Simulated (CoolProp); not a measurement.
Vapour-liquid equilibrium of R22 (1) + R152A (2) at 258 K; x and y are mole fractions of (1).

Values from CoolProp's multi-fluid Helmholtz-energy mixture model, Kamei 1995 and Outcalt 1996; pair parameters Bell 2016.

| x | bubble pressure (bar) | y at the bubble point | dew pressure at overall composition x (bar) | liquid density (mol/L) |
|---|---|---|---|---|
| 0.05 | 1.532 | 0.082 | 1.510 | 15.04 |
| 0.15 | 1.645 | 0.232 | 1.581 | 15.09 |
| 0.25 | 1.764 | 0.368 | 1.659 | 15.13 |
| 0.35 | ? | ? | 1.747 | 15.17 |
| 0.45 | 2.029 | 0.601 | ? | 15.21 |
| 0.55 | 2.177 | 0.699 | 1.963 | 15.25 |
| 0.65 | 2.335 | 0.785 | 2.100 | 15.29 |
| 0.75 | 2.501 | ? | 2.267 | 15.33 |
| 0.85 | 2.676 | 0.924 | 2.478 | ? |
| 0.95 | 2.855 | 0.977 | 2.760 | 15.39 |

### Question
Fill in the missing entries.

### Answer

- 0.35, bubble pressure (bar): 1.892
- 0.35, y at the bubble point: 0.490
- 0.45, dew pressure at overall composition x (bar): 1.847
- 0.75, y at the bubble point: 0.860
- 0.85, liquid density (mol/L): 15.36

No azeotrope shows between x = 0.05 and 0.95.

Pair parameters are fitted to limited data, so mixtures are less certain than the pure fluids.
